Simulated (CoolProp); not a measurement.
Carbon monoxide along the isotherm 254 K: density (kg/m³) from the reference equation and from simpler models built on Tc = 132.9 K, pc = 34.98 bar, ω = 0.050; each cubic takes its own stable root.

Computed with CoolProp (reference Helmholtz-energy equation of state, Lemmon 2006). It is a short technical equation, of lower accuracy than the large ones.

```csv
p (bar),phase,reference,ideal gas,van der Waals,Soave-Redlich-Kwong,Peng-Robinson
1.11,gas,1.474,1.472,1.475,1.473,1.474
2.27,gas,3.017,3.011,3.021,3.016,3.019
4.66,gas,6.208,6.181,6.222,6.202,6.217
9.58,gas,12.82,12.71,12.88,12.80,12.86
19.7,gas,26.59,26.13,26.87,26.49,26.75
40.4,supercritical,55.37,53.58,56.65,54.94,55.97
83,supercritical,115.9,…,…,114.0,118.0
170,supercritical,232.8,225.5,…,226.6,238.8
350,supercritical,397.3,…,381.9,393.2,…
```

Fill in the missing entries.


- 83, ideal gas: 110.1
- 83, van der Waals: 121.7
- 170, van der Waals: 245.5
- 350, ideal gas: 464.2
- 350, Peng-Robinson: 421.6
